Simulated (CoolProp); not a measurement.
A simple Rankine cycle with R236FA: condensing at 321.15 K, boiler at 1.52 MPa, turbine inlet 367 K, turbine efficiency 0.7, pump efficiency 0.8, no recuperator. Each further row changes one setting.

Values from CoolProp's reference Helmholtz-energy equation of state, Pan 2012.

```json
[
 {"case": "as stated", "thermal efficiency (%)": "6.3", "net work (kJ/kg)": "9.95", "heat in (kJ/kg)": "159", "turbine exit temperature (K)": "339.5", "volume ratio over the turbine": "3.16"},
 {"case": "turbine inlet 387 K", "thermal efficiency (%)": "[?]", "net work (kJ/kg)": "11.3", "heat in (kJ/kg)": "183", "turbine exit temperature (K)": "362.4", "volume ratio over the turbine": "3.00"},
 {"case": "condensing temperature 313.15 K", "thermal efficiency (%)": "7.4", "net work (kJ/kg)": "[?]", "heat in (kJ/kg)": "169", "turbine exit temperature (K)": "[?]", "volume ratio over the turbine": "[?]"},
 {"case": "boiler pressure 1.06 MPa", "thermal efficiency (%)": "4.3", "net work (kJ/kg)": "7.19", "heat in (kJ/kg)": "168", "turbine exit temperature (K)": "351.8", "volume ratio over the turbine": "2.02"},
 {"case": "turbine efficiency 0.6", "thermal efficiency (%)": "5.3", "net work (kJ/kg)": "8.40", "heat in (kJ/kg)": "159", "turbine exit temperature (K)": "[?]", "volume ratio over the turbine": "3.19"}
]
```

**Question.** Fill in the missing entries.

**Answer.** 
- turbine inlet 387 K, thermal efficiency (%): 6.2
- condensing temperature 313.15 K, net work (kJ/kg): 12.5
- condensing temperature 313.15 K, turbine exit temperature (K): 334.7
- condensing temperature 313.15 K, volume ratio over the turbine: 4.03
- turbine efficiency 0.6, turbine exit temperature (K): 341.1
